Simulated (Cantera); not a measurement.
**PbS + H2 + N2 (hydrogen reduction and annealing atmospheres)**

Input: 1 mol PbS, 0.69 mol H2, 4.4 mol N2, held at 1 atm.

These are equilibrium values from Cantera (NASA tables, ideal gas, pure condensed phases), not measurements of a reactor. Candidate condensed phases: Pb, PbS, S; 18 gas species. Mutual solubility and eutectic melting of coexisting phases are not modelled. Gases not in the tables: S3 to S7. Equilibrium is a limit: real reactors are often held back by kinetics, nucleation or transport.

```json
[
 {"T (K)": "873", "log p N2": "-0.06", "log p PbS": "-5.73", "log p H2": "-0.86", "log p Pb": "-6.20", "log p H2S": "-3.19", "log p S2": "-10.28", "n Pb(l)": "0.00325", "n PbS(s)": "0.997"},
 {"T (K)": "973", "log p N2": "-0.06", "log p PbS": "-4.37", "log p H2": "-0.87", "log p Pb": "-5.06", "log p H2S": "-2.74", "log p S2": "-8.26", "n Pb(l)": "0.00919", "n PbS(s)": "0.991"},
 {"T (K)": "1073", "log p N2": "-0.06", "log p PbS": "-3.28", "log p H2": "-0.88", "log p Pb": "-4.14", "log p H2S": "-2.38", "log p S2": "-6.63", "n Pb(l)": "0.0207", "n PbS(s)": "0.976"},
 {"T (K)": "1173", "log p N2": "-0.06", "log p PbS": "-2.38", "log p H2": "-0.89", "log p Pb": "-3.37", "log p H2S": "-2.09", "log p S2": "-5.28", "n Pb(l)": "0.0386", "n PbS(s)": "0.938"},
 {"T (K)": "1273", "log p N2": "-0.07", "log p PbS": "-1.63", "log p H2": "-0.92", "log p Pb": "-2.74", "log p H2S": "-1.87", "log p S2": "-4.16", "n Pb(l)": "0.0602", "n PbS(s)": "0.810"},
 {"T (K)": "1373", "log p N2": "-0.11", "log p PbS": "-1.00", "log p H2": "-0.98", "log p Pb": "-2.19", "log p H2S": "-1.73", "log p S2": "-3.20", "n Pb(l)": "0.0761", "n PbS(s)": "0.323"},
 {"T (K)": "1473", "log p N2": "-0.14", "log p PbS": "-0.82", "log p H2": "-1.00", "log p Pb": "-1.80", "log p H2S": "-1.86", "log p S2": "-2.97", "n Pb(l)": "0", "n PbS(s)": "0"},
 {"T (K)": "1573", "log p N2": "-0.14", "log p PbS": "-0.83", "log p H2": "-1.00", "log p Pb": "-1.72", "log p H2S": "-1.87", "log p S2": "-2.57", "n Pb(l)": "0", "n PbS(s)": "0"},
 {"T (K)": "1673", "log p N2": "-0.14", "log p PbS": "-0.85", "log p H2": "-1.00", "log p Pb": "-1.62", "log p H2S": "-1.90", "log p S2": "-2.27", "n Pb(l)": "0", "n PbS(s)": "0"},
 {"T (K)": "1773", "log p N2": "-0.14", "log p PbS": "-0.87", "log p H2": "-0.99", "log p Pb": "-1.52", "log p H2S": "-1.95", "log p S2": "-2.06", "n Pb(l)": "0", "n PbS(s)": "0"},
 {"T (K)": "1873", "log p N2": "-0.14", "log p PbS": "-0.90", "log p H2": "-0.99", "log p Pb": "-1.42", "log p H2S": "-2.00", "log p S2": "-1.89", "n Pb(l)": "0", "n PbS(s)": "0"},
 {"T (K)": "1973", "log p N2": "-0.14", "log p PbS": "-0.93", "log p H2": "-0.99", "log p Pb": "-1.33", "log p H2S": "-2.07", "log p S2": "-1.76", "n Pb(l)": "0", "n PbS(s)": "0"}
]
```
log p: log10 of the partial pressure in bar; n: condensed amount in mol.

From 873 K to 1373 K the condensed part is Pb(l) + PbS(s). From 1473 K to 1973 K nothing is condensed. The main Pb-bearing gas is PbS throughout.
